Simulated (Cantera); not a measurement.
Charge: 1 mol B2O3, 41 mol N2, at 10000 Pa.

Cantera equilibrium calculation (NASA polynomials, part measured and part estimated; ideal gas, pure solids and liquids). Candidate condensed phases: B, BN, B2O3; 17 gas species. Rates play no part.

x: gas mole fraction; n: condensed amount in mol.

```json
[
 {"T (K)": "1700", "x N2": "0.992", "x B2O3": "0.00782", "x BO": "(withheld)", "x BO2": "9.45e-6", "x NO": "3.58e-7", "x B2O2": "2.02e-6", "n B2O3(l)": "0.676"},
 {"T (K)": "1750", "x N2": "0.983", "x B2O3": "0.0167", "x BO": "(withheld)", "x BO2": "2.43e-5", "x NO": "7.67e-7", "x B2O2": "5.21e-6", "n B2O3(l)": "0.301"},
 {"T (K)": "1800", "x N2": "0.976", "x B2O3": "0.0238", "x BO": "(withheld)", "x BO2": "4.77e-5", "x NO": "1.47e-6", "x B2O2": "9.47e-6", "n B2O3(l)": "0"},
 {"T (K)": "1850", "x N2": "0.976", "x B2O3": "0.0237", "x BO": "(withheld)", "x BO2": "7.43e-5", "x NO": "2.58e-6", "x B2O2": "1.26e-5", "n B2O3(l)": "0"},
 {"T (K)": "1900", "x N2": "0.976", "x B2O3": "0.0237", "x BO": "(withheld)", "x BO2": "0.000114", "x NO": "4.45e-6", "x B2O2": "1.63e-5", "n B2O3(l)": "0"},
 {"T (K)": "1950", "x N2": "0.976", "x B2O3": "0.0236", "x BO": "(withheld)", "x BO2": "0.000171", "x NO": "7.52e-6", "x B2O2": "2.07e-5", "n B2O3(l)": "0"},
 {"T (K)": "2000", "x N2": "0.976", "x B2O3": "0.0235", "x BO": "(withheld)", "x BO2": "0.000252", "x NO": "1.24e-5", "x B2O2": "2.58e-5", "n B2O3(l)": "0"},
 {"T (K)": "2050", "x N2": "0.976", "x B2O3": "0.0234", "x BO": "(withheld)", "x BO2": "0.000365", "x NO": "2.01e-5", "x B2O2": "3.17e-5", "n B2O3(l)": "0"},
 {"T (K)": "2100", "x N2": "0.976", "x B2O3": "0.0232", "x BO": "(withheld)", "x BO2": "0.000519", "x NO": "3.19e-5", "x B2O2": "3.83e-5", "n B2O3(l)": "0"},
 {"T (K)": "2150", "x N2": "0.975", "x B2O3": "0.0230", "x BO": "(withheld)", "x BO2": "0.000726", "x NO": "4.96e-5", "x B2O2": "4.57e-5", "n B2O3(l)": "0"},
 {"T (K)": "2200", "x N2": "0.975", "x B2O3": "0.0227", "x BO": "(withheld)", "x BO2": "0.000996", "x NO": "7.53e-5", "x B2O2": "5.41e-5", "n B2O3(l)": "0"},
 {"T (K)": "2250", "x N2": "0.975", "x B2O3": "0.0223", "x BO": "(withheld)", "x BO2": "0.00134", "x NO": "0.000112", "x B2O2": "6.32e-5", "n B2O3(l)": "0"},
 {"T (K)": "2300", "x N2": "0.974", "x B2O3": "0.0217", "x BO": "(withheld)", "x BO2": "0.00178", "x NO": "0.000163", "x B2O2": "7.32e-5", "n B2O3(l)": "0"}
]
```

What belongs in the gaps?


- 1700, x BO: 6.15e-6
- 1750, x BO: 1.55e-5
- 1800, x BO: 3.18e-5
- 1850, x BO: 5.48e-5
- 1900, x BO: 9.10e-5
- 1950, x BO: 0.000147
- 2000, x BO: 0.000230
- 2050, x BO: 0.000351
- 2100, x BO: 0.000525
- 2150, x BO: 0.000769
- 2200, x BO: 0.00110
- 2250, x BO: 0.00156
- 2300, x BO: 0.00216
